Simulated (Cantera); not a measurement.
**Stirred combustor or abatement burner**

A perfectly stirred reactor is fed with CH3OH : O2 : N2 = 1 : 0.882 : 3.32 (molar parts), equivalence ratio 1.7, at 18.8 atm; it is adiabatic with a 775 K inlet, and is followed from long to short residence time, starting on the burning branch (τ in s: 0.18, 0.073, 0.029, 0.012, 0.0047, 0.0019, 0.00076, 0.0003, 0.00012, 4.9e-05).

Model: GRI-Mech 3.0 (53 species, 325 reactions), integrated in Cantera. GRI-Mech 3.0 was tuned for natural gas; its chemistry of methanol as a main component is partial and can be far from experiment. The pressure lies above the range GRI-Mech 3.0 was tuned for (to about 10 atm).

```tsv
τ (s)	T (K)	x CH3OH	x O2	x CH2CO	x CO	x H2O	x CH2	x CH2O
0.18	2192	2.39e-7	5.29e-6	1.70e-8	0.106	0.227	8.19e-9	3.31e-7
0.073	2192	5.63e-7	1.18e-5	3.94e-8	0.106	0.227	1.91e-8	6.76e-7
0.029	2191	1.31e-6	2.66e-5	8.94e-8	0.106	0.227	4.38e-8	1.46e-6
0.012	2191	2.82e-6	5.62e-5	1.85e-7	0.106	0.227	9.25e-8	3.02e-6
0.0047	2189	6.00e-6	0.000117	3.63e-7	0.106	0.227	1.91e-7	6.21e-6
0.0019	2186	1.13e-5	0.000215	5.88e-7	0.106	0.227	3.47e-7	1.13e-5
0.00076	2181	1.96e-5	0.000368	8.33e-7	0.106	0.226	6.08e-7	1.91e-5
0.00030	2172	3.45e-5	0.000644	1.25e-6	0.107	0.226	1.16e-6	3.31e-5
0.00012	2160	6.42e-5	0.00118	2.10e-6	0.107	0.225	2.38e-6	6.03e-5
4.9e-5	2140	0.000127	0.00229	3.88e-6	0.108	0.224	4.90e-6	0.000117
```
x: mole fraction; the columns are a selection and need not sum to one.
